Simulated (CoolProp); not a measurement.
The fluoroketone C6F12O (FK-5-1-12) along the isobar 0.101 MPa: Z from the reference equation and from simpler models built on Tc = 441.8 K, pc = 1.869 MPa, ω = 0.471; each cubic takes its own stable root.

Values from CoolProp's reference Helmholtz-energy equation of state, McLinden 2015.

```csv
T (K),phase,reference,Redlich-Kwong,Soave-Redlich-Kwong
319.4,liquid,0.007825,0.9526,0.008582
342,gas,0.9494,?,?
364.5,gas,0.9605,?,0.9629
387.1,gas,?,0.9727,?
409.7,gas,?,?,0.9754
432.3,gas,0.9793,0.9801,0.9798
454.8,gas,0.9829,0.9829,0.9833
477.4,gas,0.9858,0.9852,0.9863
500,gas,0.9881,0.9871,0.9887
```

Some entries are withheld; supply them.


- 342, Redlich-Kwong: 0.9610
- 342, Soave-Redlich-Kwong: 0.9540
- 364.5, Redlich-Kwong: 0.9675
- 387.1, reference: 0.9686
- 387.1, Soave-Redlich-Kwong: 0.9698
- 409.7, reference: 0.9747
- 409.7, Redlich-Kwong: 0.9768

At some of these states Redlich-Kwong gives the other phase, because its saturation line lies elsewhere.
